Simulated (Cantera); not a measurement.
# Equilibrium for aluminium nitride and oxide growth: Al(CH3)3 + N2O + H2

A closed system holds: 1 mol Al(CH3)3, 6.8 mol N2O, 12 mol H2, at 13300 Pa.

Equilibrium computed with Cantera from the NASA thermochemical tables; the gas is ideal and each condensed phase is pure. Candidate condensed phases: Al, AlN, Al2O3, C, C6H6, C7H8, C8H18, H2O; 148 gas species. The feed counts by its element totals alone. Gases not in the tables: Al(OH)3. Kinetics and transport are ignored.

```json
[
 {"T (K)": "625", "x H2": "0.275", "x N2": "0.331", "x H2O": "0.247", "x CH4": "0.141", "x CO": "0.000282", "x CO2": "0.00526", "x H": "<1e-12", "x NH3": "0.000304", "n Al2O3(s)": "0.500"},
 {"T (K)": "825", "x H2": "0.529", "x N2": "0.271", "x H2O": "0.0808", "x CH4": "0.0232", "x CO": "0.0623", "x CO2": "0.0339", "x H": "1.58e-11", "x NH3": "6.25e-5", "n Al2O3(s)": "0.500"},
 {"T (K)": "1025", "x H2": "0.556", "x N2": "0.259", "x H2O": "0.0713", "x CH4": "8.17e-5", "x CO": "0.0978", "x CO2": "0.0163", "x H": "8.90e-9", "x NH3": "1.39e-5", "n Al2O3(s)": "0.500"},
 {"T (K)": "1225", "x H2": "0.550", "x N2": "0.259", "x H2O": "0.0775", "x CH4": "1.03e-6", "x CO": "0.104", "x CO2": "0.00999", "x H": "6.33e-7", "x NH3": "4.71e-6", "n Al2O3(s)": "0.500"},
 {"T (K)": "1425", "x H2": "0.547", "x N2": "0.259", "x H2O": "0.0805", "x CH4": "4.43e-8", "x CO": "0.107", "x CO2": "0.00694", "x H": "1.38e-5", "x NH3": "2.15e-6", "n Al2O3(s)": "0.500"},
 {"T (K)": "1625", "x H2": "0.545", "x N2": "0.259", "x H2O": "0.0822", "x CH4": "4.19e-9", "x CO": "0.109", "x CO2": "0.00527", "x H": "0.000143", "x NH3": "1.19e-6", "n Al2O3(s)": "0.500"},
 {"T (K)": "1825", "x H2": "0.544", "x N2": "0.258", "x H2O": "0.0831", "x CH4": "6.74e-10", "x CO": "0.110", "x CO2": "0.00428", "x H": "0.000889", "x NH3": "7.53e-7", "n Al2O3(s)": "0.500"}
]
```
x: gas mole fraction; n: condensed amount in mol.

From 625 K to 1825 K the condensed part is Al2O3(s).
